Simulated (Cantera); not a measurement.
A freely propagating, adiabatic, planar premixed flame of C₃H₈ : O₂ : N₂ = 1 : 3.57 : 13.2 (molar parts), equivalence ratio 1.4, unburnt at 600 K and 0.260 bar; mixture-averaged transport, grid criteria slope 0.08 and curve 0.16, no radiation.

Model: GRI-Mech 3.0 (53 species, 325 reactions), integrated in Cantera. GRI-Mech 3.0 was tuned for natural gas; its chemistry of propane as a main component is partial and can be far from experiment. Burning velocities carry a grid error of a few per cent, more on coarse grids.

### Question
How do the results move with these cheaper or finer settings: unity-Lewis-number transport; multicomponent transport; multicomponent+Soret transport; grid criteria slope 0.5, curve 1; grid criteria slope 0.25, curve 0.5; grid criteria slope 0.03, curve 0.06?

### Answer
```
setting                               laminar burning velocity  thermal thickness  peak x(C₂H)  peak x(CH₃)  grid points
------------------------------------  ------------------------  -----------------  -----------  -----------  -----------
as above                                              151 cm/s           0.966 mm      1.33e-5      0.00539          147
unity-Lewis-number transport                         92.5 cm/s            1.28 mm      9.01e-6      0.00372          134
multicomponent transport                              150 cm/s           0.978 mm      1.32e-5      0.00538          147
multicomponent+Soret transport                        148 cm/s           0.970 mm      1.31e-5      0.00532          148
grid criteria slope 0.5, curve 1                      168 cm/s            1.09 mm      1.30e-5      0.00516           51
grid criteria slope 0.25, curve 0.5                   160 cm/s            1.02 mm      1.34e-5      0.00532           73
grid criteria slope 0.03, curve 0.06                  149 cm/s           0.953 mm      1.32e-5      0.00540          350
```
The base run took about 9 core-seconds (a rough figure).
Unity Lewis numbers drop preferential diffusion, which matters most where H2 and H carry the flame; Soret adds thermal diffusion.
